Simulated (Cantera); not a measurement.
Input: 1 mol acetone, 0.01 mol NH3, 0.39 mol H2, 0.0016 mol CO2, equilibrated at 7.50 Torr.

Equilibrium computed with Cantera from the NASA thermochemical tables; the gas is ideal and each condensed phase is pure. Candidate condensed phases: C, C6H6, C7H8, C8H18, H2O; 136 gas species. The feed counts by its element totals alone. Kinetics and transport are ignored.

Question: At 2048 K, list the 7 most abundant gas species with their mole fractions, and the condensed phases.

Answer: H2 0.753, CO 0.225, H 0.0194, N2 0.000879, C2H2 (acetylene) 0.000790, HCN 0.000456, HNC 2.82e-5. Condensed: C(graphite).
